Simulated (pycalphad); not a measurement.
Source of the numbers: pycalphad with the COST 507 light-alloy database (1999); pressure 1 atm. The data set is of 1999 and partly superseded. Phase fractions are per mole of atoms.

### Question
Give the equilibrium state of Ti-9.095B (wt.%) at 1525 K.

### Answer
BM, fraction 0.613, with 18.4 B wt.%; BCC_A2, fraction 0.387, with 0.04 B wt.%.

### Question
Give the equilibrium state of Ti-9.095B (wt.%) at 2125 K.

### Answer
```
T = 2125.00 K, P = 101325 Pa, N = 1 mol of atoms
G = -164494 J/mol, H = 30729 J/mol, S = 91.87 J/(mol K)  (SER reference)
chemical potentials (J/mol): Ti -143845, B -211107
phase             fraction      x(Ti)       x(B)
LIQUID              0.7888     0.7447     0.2553
BM                  0.2112     0.5000     0.5000
```

Database names, with the compositions (at.%) that they take in these runs: BM: Ti 50 B 50. BCC_A2 is bcc.
